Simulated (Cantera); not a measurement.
What does this Cantera script print?

```python
import numpy as np
import cantera as ct

gas = ct.Solution("h2o2.yaml")
gas.TPX = 573, 100000, {'H2': 1, 'O2': 0.357, 'N2': 1.71, 'H2O': 0.21}
flame = ct.FreeFlame(gas, width=0.04)
flame.set_refine_criteria(ratio=3, slope=0.08, curve=0.16)
flame.transport_model = "mixture-averaged"
flame.solve(loglevel=0, auto=True)
z, T = flame.grid, flame.T
thick = (T[-1] - T[0]) / np.gradient(T, z).max()
show = ['H2', 'O2', 'H2O', 'H2O2', 'OH', 'H']
print(f"laminar burning velocity  {flame.velocity[0] * 100:.3f} cm/s")
print(f"burnt temperature         {T[-1]:.1f} K")
print(f"thermal thickness         {thick * 1e3:.4f} mm")
print(f"grid points               {len(z)}")
z0 = z[flame.heat_release_rate.argmax()]
print(f"{'z/mm':>9s}{'T/K':>9s}{'u/(m/s)':>9s}" + "".join(f"{s:>11s}" for s in show))
rows = []
for k in (-3, -2, -1.5, -1, -0.5, -0.25, 0, 0.25, 0.5, 1, 2, 4, 8):
    zz = z0 + k * thick
    rows.append([k * thick, np.interp(zz, z, T), np.interp(zz, z, flame.velocity),
                 *(np.interp(zz, z, flame.X[gas.species_index(s)]) for s in show)])
    print(f"{rows[-1][0] * 1e3:9.3f}{rows[-1][1]:9.1f}{rows[-1][2]:9.3f}" + "".join(f"{x:11.3e}" for x in rows[-1][3:]))
```

Output:

```
laminar burning velocity  594.641 cm/s
burnt temperature         2157.4 K
thermal thickness         0.4356 mm
grid points               116
     z/mm      T/K  u/(m/s)         H2         O2        H2O       H2O2         OH          H
   -1.307    573.0    5.946  3.052e-01  1.089e-01  6.408e-02  2.866e-15  4.732e-17  1.638e-16
   -0.871    573.0    5.946  3.052e-01  1.089e-01  6.408e-02  7.413e-13  2.562e-14  1.328e-13
   -0.653    573.0    5.946  3.051e-01  1.089e-01  6.408e-02  2.161e-11  1.131e-12  2.190e-11
   -0.436    573.0    5.946  3.050e-01  1.090e-01  6.410e-02  1.564e-09  1.056e-10  7.670e-09
   -0.218    588.9    6.076  3.003e-01  1.092e-01  6.521e-02  4.554e-06  3.281e-05  8.331e-05
   -0.109    783.2    7.908  2.713e-01  1.039e-01  8.351e-02  1.986e-05  6.484e-04  3.893e-03
    0.000   1164.8   11.440  1.948e-01  7.547e-02  1.492e-01  4.521e-06  1.922e-03  2.619e-02
    0.109   1445.3   14.021  1.175e-01  3.062e-02  2.341e-01  2.561e-06  5.084e-03  5.057e-02
    0.218   1581.6   15.247  9.083e-02  1.198e-02  2.693e-01  1.781e-06  7.058e-03  5.486e-02
    0.436   1711.1   16.367  8.634e-02  5.649e-03  2.834e-01  1.036e-06  8.208e-03  4.679e-02
    0.871   1834.1   17.395  8.876e-02  3.660e-03  2.910e-01  5.423e-07  8.178e-03  3.501e-02
    1.742   1945.4   18.299  9.072e-02  2.095e-03  2.987e-01  2.773e-07  7.180e-03  2.427e-02
    3.485   2032.1   18.986  9.211e-02  1.013e-03  3.053e-01  1.438e-07  5.539e-03  1.581e-02
```

Computed with Cantera and the H2/O2 subset of GRI-Mech 3.0, which has no nitrogen chemistry. Burning velocities carry a grid error of a few per cent, more on coarse grids.
